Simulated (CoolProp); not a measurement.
Vapour-liquid equilibrium of propane (1) + benzene (2) at 310.5 K; x and y are mole fractions of (1).

Values from CoolProp's multi-fluid Helmholtz-energy mixture model, Lemmon 2009 and Thol 2012; pair parameters Bell 2016.

```
x     bubble pressure (bar)  y at the bubble point  dew pressure at overall composition x (bar)  liquid density (mol/L)
----  ---------------------  ---------------------  -------------------------------------------  ----------------------
0.05                  1.354                  0.839                                            …                   11.05
0.2                   3.943                  0.947                                       0.2733                   11.17
0.35                      …                      …                                            …                   11.25
0.5                   7.292                  0.975                                       0.4372                   11.30
0.65                  8.712                  0.982                                       0.6242                   11.29
0.8                   10.24                  0.989                                            …                   11.17
0.95                      …                  0.997                                        4.179                       …
```

Q: Some entries are withheld; supply them.

A: 
- 0.05, dew pressure at overall composition x (bar): 0.2301
- 0.35, bubble pressure (bar): 5.787
- 0.35, y at the bubble point: 0.966
- 0.35, dew pressure at overall composition x (bar): 0.3364
- 0.8, dew pressure at overall composition x (bar): 1.090
- 0.95, bubble pressure (bar): 12.11
- 0.95, liquid density (mol/L): 10.87

No azeotrope shows between x = 0.05 and 0.95.

Pair parameters are fitted to limited data, so mixtures are less certain than the pure fluids. The gap from Raoult's law changes sign with composition, which may be real or a fault of the pair parameters; it wasn't checked against measurements. With so large a gap from Raoult's law the liquid may split in two, which this calculation doesn't test in full.
